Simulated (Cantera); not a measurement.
Pyrogenic steam for wet oxidation

An isothermal, constant-pressure homogeneous reactor starts with 32.4 % H2, 24.9 % O2, 42.4 % N2, 0.274 % H2O, at 1200 K and 0.128 atm.

Cantera simulation using the H2/O2 subset of GRI-Mech 3.0, which has no nitrogen chemistry; the numbers are that mechanism's predictions, not measurements. The temperature is held fixed by assumption; the heat of reaction is taken as removed at once.

```csv
t (s),x H2,x O2,x H2O2,x H,x HO2,x H2O
7.00e-6,0.324,0.249,4.55e-12,5.44e-9,5.10e-9,0.00274
3.82e-5,0.324,0.249,1.40e-10,1.31e-7,3.03e-8,0.00274
0.000208,0.228,0.208,9.10e-7,0.0537,2.10e-5,0.0707
0.00114,0.00680,0.106,3.62e-6,0.00536,2.53e-5,0.375
0.00620,0.000145,0.104,7.18e-7,1.32e-5,3.98e-6,0.390
0.0338,6.12e-6,0.104,8.99e-8,1.56e-7,2.62e-7,0.390
0.185,6.32e-7,0.104,1.42e-8,6.20e-9,3.31e-8,0.390
1.01,1.05e-7,0.104,2.73e-9,4.48e-10,1.00e-8,0.390
5.50,4.39e-8,0.104,1.12e-9,1.18e-10,9.36e-9,0.390
30.0,4.29e-8,0.104,1.09e-9,1.14e-10,9.40e-9,0.390
```
x: mole fraction; the columns are a selection and need not sum to one.

Equilibrium at this temperature and pressure: H2 4.29e-8, O2 0.104, H2O2 1.09e-9, H 1.14e-10, HO2 9.40e-9, H2O 0.390 (gas phase only).
